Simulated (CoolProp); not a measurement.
Properties of octamethylcyclotetrasiloxane (D4) along the isobar 9.4 bar (Tc = 586.5 K, pc = 13.47 bar, ω = 0.598).

Computed with CoolProp (reference Helmholtz-energy equation of state, Thol 2015).

```
T (K)   phase  density (kg/m³)  cp (kJ/(kg K))
-----  ------  ---------------  --------------
540.2  liquid            612.9           2.292
545.9  liquid            598.1           2.330
551.6  liquid            581.7           2.380
557.3  liquid            562.8           2.450
568.7     gas            96.26           2.269
574.4     gas            91.11           2.217
580.1     gas            86.99           2.186
585.8     gas            83.54           2.167
591.5     gas            80.59           2.155
597.2     gas            78.00           2.148
602.9     gas            75.70           2.144
608.6     gas            73.63           2.142
614.3     gas            71.75           2.142
620       gas            70.03           2.143
```
